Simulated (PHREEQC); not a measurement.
Model water analysis in mg/kgw, 25 °C, pH 6.86, pe 12.5:

```tsv
constituent	mg/kgw
Na	0.455
K	0.544
Ca	0.431
Mg	0.816
Cl	2.44
S(6) as SO4	0.743
Alkalinity as HCO3	2.39
Br	0.00125
N(5) as NO3	0.00246
Ni	0.00167
Pb	0.00264
```

Valence states are taken as typed.

Equilibrium calculation in PHREEQC: ion-association model, wateq4f.dat.

Precipitation was switched off in this run.

**Question.** What charge-balance error does the model give?

**Answer.** charge-balance error -0.5 %.

**Question.** In which forms is Ni present?

**Answer.** Ni+2 91 %, NiCO3 8.3 % of the Ni.
